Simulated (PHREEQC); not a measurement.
## Brine: an equilibrium model

Make-up at 25 °C: 1.9 mol KOH, 0.081 mol Na2B4O7 and 3 mol NaCl per kg of water. Closed to the air; pH follows from the charge balance.

Computed with PHREEQC (Pitzer model, pitzer.dat).

No solid was allowed to form.

Question: Predict the pH.

Answer: pH 14.26.

Species that the database lacks are ignored. In brines, pH and single-ion activities rest on the MacInnes convention.
